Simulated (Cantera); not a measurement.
**Thermodynamics of carbon deposition, reforming and gasification, feed C6H6 + NH3 + H2**

Charge: 1 mol C6H6, 0.088 mol NH3, 6.6 mol H2, held at 2400000 Pa.

Method: chemical equilibrium by Gibbs-energy minimisation in Cantera with the NASA 1993 tables (ideal gas, pure condensed phases). Candidate condensed phases: C, C6H6, C7H8, C8H18; 110 gas species. Ions and electrons are included (thermal ionisation). Equilibrium is a limit: real reactors are often held back by kinetics, nucleation or transport.

From 2000 K to 3500 K the condensed part is C(graphite). From 3750 K to 5000 K nothing is condensed. The main C-bearing gas is CH4 at 2000 K and C3 at 5000 K.

```tsv
T (K)	x H2	x H	x C2H2 (acetylene)	x C2H	x C	x C3	x C2	x C4H2	n C(graphite)
2000	0.984	0.000329	0.000756	4.74e-9	1.27e-12	1.15e-12	<1e-12	2.33e-7	5.88
2250	0.984	0.00150	0.00329	2.00e-7	1.52e-10	2.71e-10	2.38e-11	4.50e-6	5.86
2500	0.974	0.00506	0.0105	3.93e-6	6.93e-9	2.07e-8	1.91e-9	4.71e-5	5.71
2750	0.949	0.0136	0.0267	4.44e-5	1.57e-7	7.03e-7	6.80e-8	0.000312	5.37
3000	0.901	0.0306	0.0560	0.000327	2.11e-6	1.30e-5	1.32e-6	0.00145	4.72
3250	0.822	0.0594	0.0997	0.00172	1.89e-5	0.000151	1.61e-5	0.00505	3.60
3500	0.710	0.102	0.152	0.00686	0.000124	0.00122	0.000136	0.0136	1.86
3750	0.593	0.158	0.182	0.0193	0.000587	0.00600	0.000754	0.0231	0
4000	0.528	0.237	0.150	0.0327	0.00188	0.0134	0.00227	0.0175	0
4250	0.453	0.330	0.109	0.0463	0.00501	0.0235	0.00544	0.0107	0
4500	0.371	0.430	0.0688	0.0542	0.0113	0.0326	0.0105	0.00518	0
4750	0.289	0.526	0.0380	0.0539	0.0221	0.0369	0.0170	0.00201	0
5000	0.214	0.607	0.0188	0.0468	0.0385	0.0357	0.0238	0.000659	0
```
x: gas mole fraction; n: condensed amount in mol.
